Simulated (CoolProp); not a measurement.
Vapour-liquid equilibrium of propane (1) + neopentane (2) at 279.9 K; x and y are mole fractions of (1).

Model: multi-fluid Helmholtz-energy mixture model, Lemmon 2009 and Lemmon 2006; pair parameters Bell 2016, in CoolProp.

```json
[
 {"x": "0.05", "bubble pressure (bar)": "1.034", "y at the bubble point": "0.153", "dew pressure at overall composition x (bar)": "0.9518", "liquid density (mol/L)": "8.517"},
 {"x": "0.125", "bubble pressure (bar)": "1.214", "y at the bubble point": "0.330", "dew pressure at overall composition x (bar)": "1.010", "liquid density (mol/L)": "8.743"},
 {"x": "0.2", "bubble pressure (bar)": "1.407", "y at the bubble point": "0.469", "dew pressure at overall composition x (bar)": "1.076", "liquid density (mol/L)": "8.978"},
 {"x": "0.275", "bubble pressure (bar)": "1.624", "y at the bubble point": "0.584", "dew pressure at overall composition x (bar)": "1.152", "liquid density (mol/L)": "9.222"},
 {"x": "0.35", "bubble pressure (bar)": "1.875", "y at the bubble point": "0.680", "dew pressure at overall composition x (bar)": "1.238", "liquid density (mol/L)": "9.475"},
 {"x": "0.425", "bubble pressure (bar)": "2.168", "y at the bubble point": "0.760", "dew pressure at overall composition x (bar)": "1.339", "liquid density (mol/L)": "9.736"},
 {"x": "0.5", "bubble pressure (bar)": "2.510", "y at the bubble point": "0.825", "dew pressure at overall composition x (bar)": "1.459", "liquid density (mol/L)": "10.00"},
 {"x": "0.575", "bubble pressure (bar)": "2.907", "y at the bubble point": "0.878", "dew pressure at overall composition x (bar)": "1.605", "liquid density (mol/L)": "10.28"},
 {"x": "0.65", "bubble pressure (bar)": "3.358", "y at the bubble point": "0.918", "dew pressure at overall composition x (bar)": "1.789", "liquid density (mol/L)": "10.55"},
 {"x": "0.725", "bubble pressure (bar)": "3.858", "y at the bubble point": "0.949", "dew pressure at overall composition x (bar)": "2.028", "liquid density (mol/L)": "10.83"},
 {"x": "0.8", "bubble pressure (bar)": "4.393", "y at the bubble point": "0.970", "dew pressure at overall composition x (bar)": "2.362", "liquid density (mol/L)": "11.11"},
 {"x": "0.875", "bubble pressure (bar)": "4.941", "y at the bubble point": "0.985", "dew pressure at overall composition x (bar)": "2.881", "liquid density (mol/L)": "11.37"},
 {"x": "0.95", "bubble pressure (bar)": "5.472", "y at the bubble point": "0.995", "dew pressure at overall composition x (bar)": "3.886", "liquid density (mol/L)": "11.62"}
]
```

No azeotrope shows between x = 0.05 and 0.95.

Pair parameters are fitted to limited data, so mixtures are less certain than the pure fluids.
